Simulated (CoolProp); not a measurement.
Vapour-liquid equilibrium of R22 (1) + R11 (2) at 259.6 K; x and y are mole fractions of (1).

Model: multi-fluid Helmholtz-energy mixture model, Kamei 1995 and Jacobsen 1992; pair parameters Bell 2016, in CoolProp.

| x | bubble pressure (kPa) | y at the bubble point | dew pressure at overall composition x (kPa) | liquid density (mol/L) |
|---|---|---|---|---|
| 0.05 | ? | 0.551 | 22.79 | 11.54 |
| 0.125 | 78.79 | 0.750 | 24.68 | 11.78 |
| 0.2 | 106.4 | 0.826 | 26.91 | 12.02 |
| 0.275 | 130.5 | 0.867 | 29.57 | 12.27 |
| 0.35 | 151.8 | 0.893 | 32.82 | 12.54 |
| 0.425 | 171.2 | 0.912 | 36.87 | 12.81 |
| 0.5 | 189.4 | 0.927 | 42.06 | 13.09 |
| 0.575 | 206.8 | 0.940 | 48.92 | 13.39 |
| 0.65 | 224.0 | 0.951 | 58.44 | 13.70 |
| 0.725 | 241.3 | 0.962 | 72.49 | ? |
| 0.8 | 259.2 | 0.972 | 95.11 | 14.35 |
| 0.875 | 278.1 | 0.982 | 136.5 | 14.71 |
| 0.95 | 298.1 | 0.993 | 221.8 | ? |

**Question.** What belongs in the gaps?

**Answer.** 
- 0.05, bubble pressure (kPa): 46.46
- 0.725, liquid density (mol/L): 14.02
- 0.95, liquid density (mol/L): 15.08

No azeotrope shows between x = 0.05 and 0.95.

The pair parameters rest on a limited set of measurements; away from them the model extrapolates.
